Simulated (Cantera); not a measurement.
Input: 1 mol Pb, 0.67 mol N2, 0.065 mol O2, held at 773.15 K and 3.10 bar.

Method: chemical equilibrium by Gibbs-energy minimisation in Cantera with the NASA 1993 tables (ideal gas, pure condensed phases). Candidate condensed phases: Pb, PbO, PbO2, Pb3O4; 12 gas species. The numbers say what is thermodynamically allowed, not how fast it happens.

### Question
What is the equilibrium state?

### Answer
```
Property                                 Result
-----------------------------------  ----------
x(N2)                                      1.00
n(Pb(l))                              0.870 mol
n(PbO(yellow))                        0.130 mol
gas amount                           0.6700 mol
log10 activity of Pb3O4(s) (absent)      -10.06
log10 activity of PbO2(s) (absent)       -10.90
```
